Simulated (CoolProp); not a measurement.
Computed with CoolProp (reference Helmholtz-energy equation of state, Akasaka 2024).

**Question.** For R1132(E), give the phase and the density (kg/m³), Joule-Thomson coefficient (K/MPa), isothermal compressibility (1/MPa) at 20.75 °C and 3.06 MPa; -21.35 °C and 6.5 MPa.

**Answer.** 
- 20.75 °C and 3.06 MPa: liquid; density 942, Joule-Thomson coefficient 0.0853, isothermal compressibility 0.00623
- -21.35 °C and 6.5 MPa: liquid; density 1080, Joule-Thomson coefficient -0.230, isothermal compressibility 0.00222
